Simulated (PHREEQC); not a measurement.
Alkaline etch or developer

Solution (25 °C): 0.09 mol/kgw NaOH. Closed to the air; pH follows from the charge balance.

Model: ion-association model, phreeqc.dat, run in PHREEQC.

Precipitation was switched off in this run.

Q: Predict the pH, density, specific conductance.

A: pH 12.84; density 1.001 g/cm³; specific conductance 18700 µS/cm.

Complexes and solids missing from the database can't appear.
